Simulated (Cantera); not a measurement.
Input: 1 mol SiCl4, 32 mol H2, at 1350 K and 1.00 bar.

Equilibrium computed with Cantera from the NASA thermochemical tables; the gas is ideal and each condensed phase is pure. Candidate condensed phases: Si; 19 gas species. The tables' values for SiCl3 are old estimates; treat these amounts as uncertain. Rates play no part.

Base state: H2 0.925, HCl 0.0509, SiCl2 0.00786, SiHCl3 0.00611, SiCl4 0.00586, SiCl3 0.00304, SiH2Cl2 0.000928, SiH3Cl 4.01e-5 (mole fractions); condensed: Si(s).

Question: What changes in the equilibrium state with this change: SiCl4 replaced by SiH2Cl2?

Answer: 
```json
[
 {"species": "H2", "before": "0.925", "after": "0.955"},
 {"species": "HCl", "before": "0.0509", "after": "0.0359"},
 {"species": "SiCl2", "before": "0.00786", "after": "0.00378"},
 {"species": "SiCl4", "before": "0.00586", "after": "0.00136"},
 {"species": "SiCl3", "before": "0.00304", "after": "0.00102"},
 {"species": "SiHCl3", "before": "0.00611", "after": "0.00207"},
 {"species": "SiH2Cl2", "before": "0.000928", "after": "0.000461"},
 {"species": "Si(s), mol", "before": "0.201", "after": "0.705"}
]
```
